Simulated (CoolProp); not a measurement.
Vapour pressure (kPa) of R115: the reference equation beside estimates from Tc = 353.1 K, pc = 3129 kPa, ω = 0.248.

Values from CoolProp's reference Helmholtz-energy equation of state, Lemmon 2016.

```json
[
 {"T (K)": "208.1", "reference": "?", "Lee-Kesler": "26.31", "Redlich-Kwong": "?", "Peng-Robinson": "27.27"},
 {"T (K)": "219.4", "reference": "50.32", "Lee-Kesler": "?", "Redlich-Kwong": "91.65", "Peng-Robinson": "50.52"},
 {"T (K)": "230.8", "reference": "87.89", "Lee-Kesler": "87.17", "Redlich-Kwong": "149.2", "Peng-Robinson": "87.82"},
 {"T (K)": "242.1", "reference": "143.9", "Lee-Kesler": "143.6", "Redlich-Kwong": "?", "Peng-Robinson": "143.4"},
 {"T (K)": "253.5", "reference": "225.0", "Lee-Kesler": "225.5", "Redlich-Kwong": "337.5", "Peng-Robinson": "224.1"},
 {"T (K)": "264.9", "reference": "336.9", "Lee-Kesler": "?", "Redlich-Kwong": "478.3", "Peng-Robinson": "335.7"},
 {"T (K)": "276.2", "reference": "484.8", "Lee-Kesler": "488.1", "Redlich-Kwong": "654.4", "Peng-Robinson": "483.9"},
 {"T (K)": "287.6", "reference": "?", "Lee-Kesler": "683.4", "Redlich-Kwong": "873.2", "Peng-Robinson": "?"},
 {"T (K)": "298.9", "reference": "921.5", "Lee-Kesler": "928.3", "Redlich-Kwong": "1135", "Peng-Robinson": "?"}
]
```

Problem. Complete the blanks.

Solution. 
- 208.1, reference: 26.96
- 208.1, Redlich-Kwong: 52.95
- 219.4, Lee-Kesler: 49.53
- 242.1, Redlich-Kwong: 229.1
- 264.9, Lee-Kesler: 338.7
- 287.6, reference: 678.3
- 287.6, Peng-Robinson: 678.8
- 298.9, Peng-Robinson: 924.9

Absolute difference from the reference over all 9 rows, mean and median: Lee-Kesler 0.9 and 0.7 %, Redlich-Kwong 54.0 and 50.0 %, Peng-Robinson 0.4 and 0.4 %.
